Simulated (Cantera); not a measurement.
## Premixed flame

A freely propagating, adiabatic, planar premixed flame of 7.61 % CH4, 0.731 % H2, 19.3 % O2, 72.4 % N2, unburnt at 700 K and 3750 Torr; mixture-averaged transport, grid criteria slope 0.08 and curve 0.16, no radiation.

Detailed kinetics in Cantera: GRI-Mech 3.0 (53 species, 325 reactions). Burning velocities carry a grid error of a few per cent, more on coarse grids.

```csv
z (mm),T (K),u (m/s),x CH4,x H2,x O2,x C2H2,x H2O2,x NO2
-0.288,701,0.909,0.0761,0.00756,0.193,<1e-8,7.33e-8,<1e-8
-0.192,706,0.916,0.0756,0.00793,0.192,7.89e-8,8.55e-7,<1e-8
-0.144,720,0.935,0.0746,0.00831,0.191,3.33e-7,3.03e-6,3.07e-8
-0.0960,786,1.02,0.0701,0.00899,0.186,2.11e-6,1.39e-5,1.47e-7
-0.0480,1117,1.47,0.0492,0.0101,0.156,1.71e-5,4.85e-5,3.25e-7
-0.0240,1471,1.94,0.0270,0.0106,0.121,4.34e-5,2.40e-5,1.55e-7
0,1833,2.43,0.00608,0.00937,0.0791,6.68e-5,2.95e-6,3.49e-8
0.0240,2002,2.65,0.000346,0.00616,0.0558,8.13e-6,1.03e-6,2.17e-8
0.0480,2074,2.73,1.04e-5,0.00459,0.0481,1.84e-7,7.86e-7,2.78e-8
0.0960,2158,2.82,1.74e-8,0.00349,0.0430,<1e-8,5.91e-7,3.81e-8
0.192,2234,2.91,<1e-8,0.00219,0.0399,<1e-8,4.22e-7,5.32e-8
0.384,2280,2.96,<1e-8,0.00121,0.0382,<1e-8,3.30e-7,6.52e-8
0.768,2298,2.98,<1e-8,0.000827,0.0376,<1e-8,3.05e-7,7.94e-8
```
x: mole fraction of selected species; z is measured from the peak of heat release.

```yaml
laminar_burning_velocity: 90.8 cm/s
thermal_thickness: 0.0960 mm
peak x(C2H2): 7.07e-5
peak x(H2O2): 4.91e-5
grid_points: 133
```
